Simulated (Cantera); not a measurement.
Feed: 1 mol (CH3)2SiCl2, 2.2 mol CH4, 150 mol H2, 0.017 mol C2H2, at 13.3 mbar.

Method: chemical equilibrium by Gibbs-energy minimisation in Cantera with the NASA 1993 tables (ideal gas, pure condensed phases). Candidate condensed phases: C, C6H6, C7H8, C8H18, Si, SiC; 109 gas species. The feed counts by its element totals alone. Rates play no part. All values below are at 1575 K.

Base state: H2 0.987, HCl 0.0126, H 0.000358, CH4 2.36e-5, C2H2 (acetylene) 2.08e-5 (mole fractions); condensed: C(graphite) + SiC(s).

Question: What changes in the equilibrium state with this change: pressure from 13.3 mbar to 1.33 mbar?

Answer: 
| species | before | after |
|---|---|---|
| H2 | 0.987 | 0.986 |
| HCl | 0.0126 | 0.0126 |
| H | 0.000358 | 0.00113 |
| CH4 | 2.36e-5 | 2.36e-6 |
| Cl | 3.63e-6 | 1.15e-5 |
| C2H2 (acetylene) | 2.08e-5 | 2.08e-5 |
| C(graphite), mol | 3.22 | 3.23 |
| SiC(s), mol | 0.999 | 0.999 |
